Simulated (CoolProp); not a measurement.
R123 along the isobar 1.01 bar: density (kg/m³) from the reference equation and from simpler models built on Tc = 456.8 K, pc = 36.62 bar, ω = 0.282; each cubic takes its own stable root.

Model: reference Helmholtz-energy equation of state, Younglove 1994, in CoolProp. It is a modified Benedict-Webb-Rubin equation, recast in Helmholtz form.

| T (K) | phase | reference | Redlich-Kwong | Soave-Redlich-Kwong |
|---|---|---|---|---|
| 186.5 | liquid | 1725 | 1511 | 1533 |
| 221.4 | liquid | 1647 | 1449 | 1481 |
| 256.2 | liquid | 1567 | 1378 | 1420 |
| 291 | liquid | 1482 | 6.606 | 1347 |
| 325.9 | gas | 5.888 | 5.844 | 5.861 |
| 360.7 | gas | 5.267 | 5.248 | 5.257 |
| 395.5 | gas | 4.773 | 4.765 | 4.770 |
| 430.3 | gas | 4.369 | 4.366 | 4.368 |
| 465.2 | gas | 4.029 | 4.030 | 4.029 |
| 500 | gas | 3.741 | 3.743 | 3.741 |

At some of these states Redlich-Kwong gives the other phase, because its saturation line lies elsewhere.
